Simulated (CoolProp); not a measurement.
The numbers come from the reference Helmholtz-energy equation of state, Lemmon 2013 in CoolProp.

Question: For propylene, give the phase and the cv (kJ/(kg K)), Joule-Thomson coefficient (K/MPa), viscosity (µPa s), conductivity (mW/(m K)) at 259.5 K and 214 bar; 296 K and 214 bar.

Answer: 
- 259.5 K and 214 bar: liquid; cv 1.45, Joule-Thomson coefficient -0.402, viscosity 168, conductivity 143
- 296 K and 214 bar: liquid; cv 1.55, Joule-Thomson coefficient -0.300, viscosity 126, conductivity 129

Viscosity comes from a separate model (Huber 2003), an estimate that may be off by 10 % or more. Thermal conductivity comes from a separate model (Huber 2003), an estimate that may be off by 10 % or more.
